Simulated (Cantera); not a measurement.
Predominance diagram of Mg at 1475 K against the partial pressures of O₂ and F₂ (log10, bar). Source: NASA polynomial tables (part measured, part estimated), evaluated in Cantera. Candidates: Mg(l), MgF₂(s), MgO(s). Only these pure phases compete in this equilibrium. Not in the tables: oxide halides.

```
log p(F₂) \ log p(O₂)
        columns: -9, -8.5, -7.9, -7.4, -6.9, -6.4, -5.8, -5.3, -4.8, -4.3, -3.7, -3.2, -2.7, -2.2, -1.6, -1.1, -0.6, -0.1, 0.5, 1
      0  A A A A A A A A A A A A A A A A A A A A
   -1.8  A A A A A A A A A A A A A A A A A A A A
   -3.5  A A A A A A A A A A A A A A A A A A A A
   -5.3  A A A A A A A A A A A A A A A A A A A A
   -7.1  A A A A A A A A A A A A A A A A A A A A
   -8.8  A A A A A A A A A A A A A A A A A A A A
  -10.6  A A A A A A A A A A A A A A A A A A A A
  -12.4  A A A A A A A A A A A A A A A A A A A A
  -14.2  A A A A A A A A A A A A A A A A A A A A
  -15.9  A A A A A A A A A A A A A A A B B B B B
  -17.7  A A A A A A A A B B B B B B B B B B B B
  -19.5  A B B B B B B B B B B B B B B B B B B B
  -21.2  B B B B B B B B B B B B B B B B B B B B
    -23  B B B B B B B B B B B B B B B B B B B B
```

A: MgF₂(s); B: MgO(s).
